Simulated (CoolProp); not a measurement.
C2F6 (R116) along the isotherm 151.85 °C: Z from the reference equation and from simpler models built on Tc = 19.9 °C, pc = 3.048 MPa, ω = 0.257; each cubic takes its own stable root.

Computed with CoolProp (reference Helmholtz-energy equation of state, Lemmon 2006). It is a short technical equation, of lower accuracy than the large ones.

```json
[
 {"p (MPa)": "0.952", "phase": "gas", "reference": "0.9746"},
 {"p (MPa)": "1.9", "phase": "gas", "reference": "0.9503"},
 {"p (MPa)": "2.86", "phase": "gas", "reference": "0.9271"},
 {"p (MPa)": "3.81", "phase": "supercritical", "reference": "0.9056"},
 {"p (MPa)": "4.76", "phase": "supercritical", "reference": "0.8860"},
 {"p (MPa)": "5.71", "phase": "supercritical", "reference": "0.8687"},
 {"p (MPa)": "6.67", "phase": "supercritical", "reference": "0.8539"},
 {"p (MPa)": "7.62", "phase": "supercritical", "reference": "0.8424"},
 {"p (MPa)": "8.57", "phase": "supercritical", "reference": "0.8342"},
 {"p (MPa)": "9.52", "phase": "supercritical", "reference": "0.8295"},
 {"p (MPa)": "10.5", "phase": "supercritical", "reference": "0.8284"},
 {"p (MPa)": "11.4", "phase": "supercritical", "reference": "0.8306"},
 {"p (MPa)": "12.4", "phase": "supercritical", "reference": "0.8364"},
 {"p (MPa)": "13.3", "phase": "supercritical", "reference": "0.8445"},
 {"p (MPa)": "14.3", "phase": "supercritical", "reference": "0.8561"},
 {"p (MPa)": "15.2", "phase": "supercritical", "reference": "0.8686"}
]
```

How far does each simpler model (van der Waals, Redlich-Kwong, Soave-Redlich-Kwong, Peng-Robinson) lie from the reference over these 16 states: mean and median of the absolute difference, and the worst?


- van der Waals: mean 7.7 %, median 7.8 %, worst -13.2 % at 151.85 °C and 8.57 MPa
- Redlich-Kwong: mean 5.4 %, median 6.2 %, worst -7.3 % at 151.85 °C and 9.52 MPa
- Soave-Redlich-Kwong: mean 3.4 %, median 3.7 %, worst +5.8 % at 151.85 °C and 13.3 MPa
- Peng-Robinson: mean 1.0 %, median 1.0 %, worst -1.7 % at 151.85 °C and 4.76 MPa
